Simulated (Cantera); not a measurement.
An adiabatic, constant-pressure homogeneous reactor starts with CH₃OH : O₂ : N₂ = 1 : 1.61 : 6.06 (molar parts), at 1373 K and 1.50 bar. Integrator tolerance rtol = 1e-08.

Model: GRI-Mech 3.0 (53 species, 325 reactions), integrated in Cantera. GRI-Mech 3.0 was tuned for natural gas; its chemistry of methanol as a main component is partial and can be far from experiment.

Problem. What does this change do: initial temperature 1373 to 1125 K?

Solution. 
| quantity | before | after |
|---|---|---|
| time of steepest temperature rise | 0.607 ms | 25.7 ms |
| temperature at 0.200 s | 2671 K | 2572 K |
| equilibrium temperature | 2671 K | 2572 K |
| x(CH₃OH) at 0.200 s | <1e-12 (gas-phase equilibrium <1e-12) | <1e-12 (gas-phase equilibrium <1e-12) |
| x(O₂) at 0.200 s | 0.0245 (gas-phase equilibrium 0.0245) | 0.0211 (gas-phase equilibrium 0.0211) |
| x(C₂H) at 0.200 s | <1e-12 (gas-phase equilibrium <1e-12) | <1e-12 (gas-phase equilibrium <1e-12) |
| x(H₂O) at 0.200 s | 0.187 (gas-phase equilibrium 0.187) | 0.196 (gas-phase equilibrium 0.196) |
| x(NO₂) at 0.200 s | 2.94e-6 (gas-phase equilibrium 2.94e-6) | 2.39e-6 (gas-phase equilibrium 2.39e-6) |

Problem. What does this change do: constant volume in place of constant pressure?

Solution. 
```json
[
 {"quantity": "time of steepest temperature rise", "before": "0.607 ms", "after": "0.569 ms"},
 {"quantity": "temperature at 0.200 s", "before": "2671 K", "after": "2858 K"},
 {"quantity": "equilibrium temperature", "before": "2671 K", "after": "2858 K"},
 {"quantity": "x(CH₃OH) at 0.200 s", "before": "<1e-12 (gas-phase equilibrium <1e-12)", "after": "<1e-12 (gas-phase equilibrium <1e-12)"},
 {"quantity": "x(O₂) at 0.200 s", "before": "0.0245 (gas-phase equilibrium 0.0245)", "after": "0.0266 (gas-phase equilibrium 0.0266)"},
 {"quantity": "x(C₂H) at 0.200 s", "before": "<1e-12 (gas-phase equilibrium <1e-12)", "after": "<1e-12 (gas-phase equilibrium <1e-12)"},
 {"quantity": "x(H₂O) at 0.200 s", "before": "0.187 (gas-phase equilibrium 0.187)", "after": "0.178 (gas-phase equilibrium 0.178)"},
 {"quantity": "x(NO₂) at 0.200 s", "before": "2.94e-6 (gas-phase equilibrium 2.94e-6)", "after": "5.38e-6 (gas-phase equilibrium 5.38e-6)"}
]
```
